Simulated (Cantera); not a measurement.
Mixture: CH₄ : H₂ : O₂ : N₂ = 1 : 0.99 : 4.23 : 15.9 (molar parts), equivalence ratio 0.59, at 10.0 bar, adiabatic and at constant pressure. Ignition delay is the time to a rise of 400 K.

Cantera simulation using GRI-Mech 3.0 (53 species, 325 reactions); the numbers are that mechanism's predictions, not measurements.

### Question
Predict: delay at 1025 K; delay at 1075 K; delay at 1125 K; delay at 1175 K; delay at 1225 K; delay at 1275 K; apparent activation energy between 1175 and 1275 K.

### Answer
* **delay at 1025 K**: 8.76 ms
* **delay at 1075 K**: 2.75 ms
* **delay at 1125 K**: 0.922 ms
* **delay at 1175 K**: 0.355 ms
* **delay at 1225 K**: 0.167 ms
* **delay at 1275 K**: 93.3 µs
* **apparent activation energy between 1175 and 1275 K**: 170 kJ/mol
